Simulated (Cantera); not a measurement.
Input (Python, Cantera) and output of one run.

```python
import numpy as np
import cantera as ct

gas_names = """
    CL CL2 H HCL H2 Si SiCL SiCL2 SiCL3 SiCL4 SiH SiHCL3 SiH2 SiH2CL2 SiH3 SiH3CL SiH4 Si2 Si3
""".split()
cond_names = """
    Si(cr) Si(L)
""".split()


# ... load() reads the species with a 1 bar reference pressure and builds the phases ...
atoms = {
    'Si2Cl6': {'Si': 2, 'CL': 6},
    'H2': {'H': 2},
}
top_T = {}  # K; cautious upper limits of use, not melting points


# ... equilibrate(T, P, feed) seeds the gas with the atoms and calls Mixture.equilibrate('TP', solver="vcs", rtol=1e-11, max_steps=5000) ...
results = []
feed = {'Si2Cl6': 1, 'H2': 37}  # mol
P = 101325  # Pa
for T in [923, 1023, 1123, 1223, 1323, 1423, 1523, 1623]:
    mix = equilibrate(T, P, feed)
    results.append((T, P, feed, dict(zip(mix.species_names, mix.species_moles))))
    x = sorted(zip(gas.X, gas.species_names), reverse=True)
    print(f"T = {T:g} K  P = {P:g} Pa  gas = {mix.phase_moles(0):.4g} mol")
    print("   x: " + "  ".join(f"{s} {v:.3e}" for v, s in x if v > 0.001))
    print("   condensed (mol): " + ("  ".join(f"{mix.phase(i).name} {mix.phase_moles(i):.4g}"
          for i in range(1, mix.n_phases) if mix.phase_moles(i) > 1e-12) or "none"))
```

It prints:

```
T = 923 K  P = 101325 Pa  gas = 38.32 mol
   x: H2 9.522e-01  SiCL4 2.275e-02  SiHCL3 1.930e-02  HCL 4.000e-03  SiH2CL2 1.604e-03
   condensed (mol): Si(cr) 0.3201
T = 1023 K  P = 101325 Pa  gas = 38.39 mol
   x: H2 9.481e-01  SiCL4 2.185e-02  SiHCL3 1.805e-02  HCL 9.712e-03  SiH2CL2 1.651e-03
   condensed (mol): Si(cr) 0.3796
T = 1123 K  P = 101325 Pa  gas = 38.53 mol
   x: H2 9.407e-01  SiCL4 1.974e-02  HCL 1.968e-02  SiHCL3 1.618e-02  SiH2CL2 1.624e-03  SiCL3 1.176e-03
   condensed (mol): Si(cr) 0.4731
T = 1223 K  P = 101325 Pa  gas = 38.76 mol
   x: H2 9.293e-01  HCL 3.424e-02  SiCL4 1.596e-02  SiHCL3 1.337e-02  SiCL2 3.069e-03  SiCL3 2.479e-03  SiH2CL2 1.493e-03
   condensed (mol): Si(cr) 0.5884
T = 1323 K  P = 101325 Pa  gas = 39.08 mol
   x: H2 9.149e-01  HCL 5.162e-02  SiCL4 1.070e-02  SiHCL3 9.617e-03  SiCL2 7.962e-03  SiCL3 3.946e-03  SiH2CL2 1.239e-03
   condensed (mol): Si(cr) 0.6906
T = 1423 K  P = 101325 Pa  gas = 39.44 mol
   x: H2 9.007e-01  HCL 6.744e-02  SiCL2 1.522e-02  SiHCL3 5.646e-03  SiCL4 5.445e-03  SiCL3 4.576e-03
   condensed (mol): Si(cr) 0.7453
T = 1523 K  P = 101325 Pa  gas = 39.71 mol
   x: H2 8.910e-01  HCL 7.757e-02  SiCL2 2.207e-02  SiCL3 3.930e-03  SiHCL3 2.695e-03  SiCL4 2.091e-03
   condensed (mol): Si(cr) 0.7539
T = 1623 K  P = 101325 Pa  gas = 39.86 mol
   x: H2 8.863e-01  HCL 8.206e-02  SiCL2 2.658e-02  SiCL3 2.802e-03  SiHCL3 1.154e-03
   condensed (mol): Si(cr) 0.7409
```

Equilibrium computed with Cantera from the NASA thermochemical tables; the gas is ideal and each condensed phase is pure. The feed counts by its element totals alone. The tables' values for SiCl3 are old estimates; treat these amounts as uncertain.
